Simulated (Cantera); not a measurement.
Input: 1 mol Al(CH3)3, 6.8 mol N2O, 12 mol H2, at 0.133 bar.

Method: chemical equilibrium by Gibbs-energy minimisation in Cantera with the NASA 1993 tables (ideal gas, pure condensed phases). Candidate condensed phases: Al, AlN, Al2O3, C, C6H6, C7H8, C8H18, H2O; 148 gas species. The feed counts by its element totals alone. Equilibrium is a limit: real reactors are often held back by kinetics, nucleation or transport. All values below are at 1225 K.

Base state: H2 0.550, N2 0.259, CO 0.104, H2O 0.0775, CO2 0.00999 (mole fractions); condensed: Al2O3(s).

### Question
What changes in the equilibrium state with this change: N2O from 6.8 to 16 mol?

### Answer
```csv
species,before,after
N2,0.259,0.451
H2O,0.0775,0.281
H2,0.550,0.184
CO2,0.00999,0.0431
CO,0.104,0.0414
"Al2O3(s), mol",0.500,0.500
```
